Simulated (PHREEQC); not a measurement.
A made-up water analysis in mg/kgw, 3.8 °C, pH 6.91, pe 11.2:

```csv
constituent,mg/kgw
Na,5670
K,50.1
Ca,1550
Mg,309
Cl,11300
S(6) as SO4,1920
Alkalinity as HCO3,0.334
O(0) (dissolved oxygen),2.17
```

Valence states are taken as typed.

The numbers come from PHREEQC with the ion-association model, phreeqc.dat.

Task: The ionic strength comes out as 0.400 mol/kgw. What activity coefficients do NaSO4-, SO4-2, KSO4-, Mg+2, HCO3- get?

Result: NaSO4- 0.71, SO4-2 0.23, KSO4- 0.71, Mg+2 0.31, HCO3- 0.71.

Precipitation was switched off in this run. At this temperature some constants are extrapolated from 25 °C, and those without enthalpy data are left unchanged.
